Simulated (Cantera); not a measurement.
Feed: 1 mol CaCl2, 5 mol H2, equilibrated at 700 K and 0.133 bar.

Method: chemical equilibrium by Gibbs-energy minimisation in Cantera with the NASA 1993 tables (ideal gas, pure condensed phases). Candidate condensed phases: Ca, CaCl2; 9 gas species. The numbers say what is thermodynamically allowed, not how fast it happens.

Base state: H2 1.00 (mole fractions); condensed: CaCl2(s).

Task: What changes in the equilibrium state with this change: temperature from 700 K to 1723.15 K?

Result: 
```
species        before     after
-------------  ------  --------
H2               1.00     0.831
CaCl2           <1e-9     0.164
HCl             <1e-9   0.00236
CaCl            <1e-9   0.00194
H               <1e-9  0.000456
Ca              <1e-9  0.000212
CaCl2(s), mol    1.00         0
```
